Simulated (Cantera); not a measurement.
A perfectly stirred reactor is fed with CH4 : C2H6 : O2 : N2 : H2O = 1 : 1.2 : 5.17 : 19.4 : 0.58 (molar parts), equivalence ratio 1.2, at 5.00 bar; it is adiabatic with a 550 K inlet, and is followed from long to short residence time, starting on the burning branch (τ in s: 0.093, 0.046, 0.022, 0.011, 0.0054, 0.0027, 0.0013, 0.00064, 0.00032, 0.00016, 7.6e-05, 3.7e-05, 1.8e-05).

Cantera simulation using GRI-Mech 3.0 (53 species, 325 reactions); the numbers are that mechanism's predictions, not measurements.

### Question
What does this change do: pressure from 5.00 bar to 1.30 bar?

### Answer
```csv
quantity,before,after
"blow-out, bracketed by the residence times tried","burning at 37.0 µs, out at 18.0 µs","burning at 76.0 µs, out at 37.0 µs"
x(CH4) at τ = 93.0 ms,4.89e-6,3.48e-6
x(C2H6) at τ = 93.0 ms,5.68e-8,1.27e-7
x(O2) at τ = 93.0 ms,0.000113,0.000447
x(HCN) at τ = 93.0 ms,8.99e-7,1.28e-6
x(H2) at τ = 93.0 ms,0.0234,0.0239
x(CH4) at τ = 1.30 ms,4.06e-5,3.45e-5
x(C2H6) at τ = 1.30 ms,2.89e-6,6.04e-6
x(O2) at τ = 1.30 ms,0.00127,0.00393
x(HCN) at τ = 1.30 ms,1.18e-5,6.87e-6
x(H2) at τ = 1.30 ms,0.0242,0.0268
```

### Question
What does this change do: inlet temperature 550 to 725 K?

### Answer
| quantity | before | after |
|---|---|---|
| blow-out, bracketed by the residence times tried | burning at 37.0 µs, out at 18.0 µs | burning at 18.0 µs, the shortest tried |
| x(CH4) at τ = 93.0 ms | 4.89e-6 | 1.46e-6 |
| x(C2H6) at τ = 93.0 ms | 5.68e-8 | 3.00e-8 |
| x(O2) at τ = 93.0 ms | 0.000113 | 0.000287 |
| x(HCN) at τ = 93.0 ms | 8.99e-7 | 4.79e-7 |
| x(H2) at τ = 93.0 ms | 0.0234 | 0.0230 |
| x(CH4) at τ = 1.30 ms | 4.06e-5 | 2.59e-5 |
| x(C2H6) at τ = 1.30 ms | 2.89e-6 | 1.80e-6 |
| x(O2) at τ = 1.30 ms | 0.00127 | 0.00150 |
| x(HCN) at τ = 1.30 ms | 1.18e-5 | 8.61e-6 |
| x(H2) at τ = 1.30 ms | 0.0242 | 0.0240 |
